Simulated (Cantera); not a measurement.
An isothermal, constant-pressure homogeneous reactor starts with 1.56 % CH₄, 98.4 % N₂, at 1550 K and 0.218 Torr.

Detailed kinetics in Cantera: GRI-Mech 3.0 (53 species, 325 reactions). GRI-Mech 3.0 stops at C3 and has no aromatics, soot or wall deposition, so with more carbon than oxygen in the feed, carbon stays in small species such as C2H2 where larger ones or solid carbon would form. Radical loss at walls, strong at low pressure, is not modelled.

Problem. Predict: x(CH₄) at 200 s; x(C₂H₂) at 200 s; x(CH₃) at 200 s; x(C₂H) at 200 s; x(CH₂) at 200 s.

Solution. 
- x(CH₄) at 200 s: 0.00388 (gas-phase equilibrium 1.39e-8)
- x(C₂H₂) at 200 s: 0.00568 (gas-phase equilibrium 0.000752)
- x(CH₃) at 200 s: 0.000101 (gas-phase equilibrium 3.46e-9)
- x(C₂H) at 200 s: 1.92e-8 (gas-phase equilibrium 2.35e-8)
- x(CH₂) at 200 s: 1.02e-7 (gas-phase equilibrium 3.75e-11)
